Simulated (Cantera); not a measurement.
A Cantera script and its output.

```python
import numpy as np
import cantera as ct

gas = ct.Solution("gri30.yaml")
gas.TPX = 1175, 1400000, {'CH3OH': 0.006, 'O2': 0.003, 'N2': 1}
reactor = ct.IdealGasConstPressureReactor(gas, energy="off", clone=False)
net = ct.ReactorNet([reactor])
net.rtol, net.atol = 1e-08, 1e-18
show = ['CH3OH', 'O2', 'CO', 'CH2', 'NO', 'CO2']
times = np.geomspace(6e-06, 10, 9)

steps = ct.SolutionArray(gas, extra=["t"])
rows = []
print(f"{'t/s':>10s}{'T/K':>9s}{'P/Pa':>11s}" + "".join(f"{s:>11s}" for s in show))
for t in times:
    while net.time < t:
        t_next = net.step()
        steps.append(gas.state, t=t_next)
    rows.append([np.interp(t, steps.t, y) for y in (steps.T, steps.P, *steps(*show).X.T)])
    print(f"{t:10.3e}{rows[-1][0]:9.1f}{rows[-1][1]:11.4g}" + "".join(f"{x:11.3e}" for x in rows[-1][2:]))
rate = np.gradient(steps.T, steps.t)
print("integrator steps:", len(steps.t))
if steps.T.max() > steps.T[0] + 200:
    print(f"time of steepest temperature rise: {steps.t[rate.argmax()]:.4e} s")
gas.TPX = 1175, 1400000, {'CH3OH': 0.006, 'O2': 0.003, 'N2': 1}
gas.equilibrate("TP")
print(f"equilibrium (TP): T = {gas.T:.1f} K  " + "  ".join(f"{s} {gas[s].X[0]:.3e}" for s in show))
```

Result:

```
       t/s      T/K       P/Pa      CH3OH         O2         CO        CH2         NO        CO2
 6.000e-06   1175.0    1.4e+06  5.946e-03  2.973e-03  6.023e-10  7.986e-11  7.190e-19  5.893e-10
 3.597e-05   1175.0    1.4e+06  5.946e-03  2.973e-03  3.779e-09  7.986e-11  9.452e-18  3.700e-09
 2.156e-04   1175.0    1.4e+06  5.946e-03  2.973e-03  2.292e-08  7.985e-11  7.396e-17  2.234e-08
 1.292e-03   1175.0    1.4e+06  5.942e-03  2.971e-03  1.550e-07  7.975e-11  7.426e-16  1.341e-07
 7.746e-03   1175.0    1.4e+06  9.899e-05  4.981e-04  5.457e-03  4.660e-11  5.780e-11  2.121e-04
 4.643e-02   1175.0    1.4e+06  6.190e-11  3.568e-06  5.460e-03  8.278e-14  1.129e-10  4.321e-04
 2.783e-01   1175.0    1.4e+06  5.642e-12  9.112e-08  5.420e-03  7.461e-16  4.298e-11  4.721e-04
 1.668e+00   1175.0    1.4e+06  9.627e-13  7.516e-09  5.396e-03  1.630e-17  1.638e-11  4.960e-04
 1.000e+01   1175.0    1.4e+06  4.519e-13  3.407e-10  5.368e-03  2.475e-18  2.718e-12  5.244e-04
integrator steps: 2516
equilibrium (TP): T = 1175.0 K  CH3OH 2.028e-13  O2 1.186e-18  CO 4.141e-03  CH2 7.233e-20  NO 4.294e-13  CO2 1.753e-03
```

Detailed kinetics in Cantera: GRI-Mech 3.0 (53 species, 325 reactions). GRI-Mech 3.0 was tuned for natural gas; its chemistry of methanol as a main component is partial and can be far from experiment. The pressure lies above the range GRI-Mech 3.0 was tuned for (to about 10 atm).
